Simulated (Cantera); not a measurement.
An isothermal, constant-pressure homogeneous reactor starts with 6.98 % H2, 58.1 % O2, 34.9 % N2, equivalence ratio 0.060, at 900 K and 1200 Pa.

Cantera simulation using the H2/O2 subset of GRI-Mech 3.0, which has no nitrogen chemistry; the numbers are that mechanism's predictions, not measurements. Radical loss at walls, strong at low pressure, is not modelled. Below about 950 K walls govern HO2 and H2O2 in real vessels. The temperature is held fixed by assumption; the heat of reaction is taken as removed at once.

One state of this run: x H2 = 4.79e-5; x O2 = 0.566; x HO2 = 1.43e-6; x H2O2 = 6.71e-8; x OH = 6.34e-5; x H = 5.76e-6; x H2O = 0.0722. x: mole fraction; the columns are a selection and need not sum to one.

Which value of t (s) does it belong to?
A. 0.0135
B. 0.203
C. 0.400
D. 0.0266

B, 0.203
